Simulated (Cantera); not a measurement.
Input: 1 mol HBr, 0.19 mol H2, 1.8 mol H2O, held at 1650 K and 0.100 bar.

Method: chemical equilibrium by Gibbs-energy minimisation in Cantera with the NASA 1993 tables (ideal gas, pure condensed phases). Candidate condensed phases: Br2, H2O; 12 gas species. Kinetics and transport are ignored.

Base state: H2O 0.596, HBr 0.311, H2 0.0729, Br 0.0198, Br2 0.000103, H 7.76e-5, OH 2.86e-5 (mole fractions); condensed: gas only.

**Question.** What changes in the equilibrium state with this change: temperature from 1650 K to 1550 K?

**Answer.** 
```tsv
species	before	after
H2O	0.596	0.599
HBr	0.311	0.322
H2	0.0729	0.0684
Br	0.0198	0.0103
OH	2.86e-5	7.67e-6
H	7.76e-5	2.61e-5
Br2	0.000103	7.05e-5
```

**Question.** What changes in the equilibrium state with this change: temperature from 1650 K to 700 K?

**Answer.** 
```
species    before    after
-------  --------  -------
H2O         0.596    0.602
HBr         0.311    0.334
H2         0.0729   0.0635
Br         0.0198  6.62e-9
H         7.76e-5    <1e-9
Br2      0.000103  3.14e-9
```
